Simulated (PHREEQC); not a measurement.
Make-up at 25 °C: 0.016 mol/kgw LiOH and 0.00028 mol/kgw Na2SO4. Closed to the air; pH follows from the charge balance.

Model: Pitzer model, pitzer.dat, run in PHREEQC.

This is a speciation only: nothing precipitates in the calculation.

### Question
Predict the pH.

### Answer
pH 12.14.
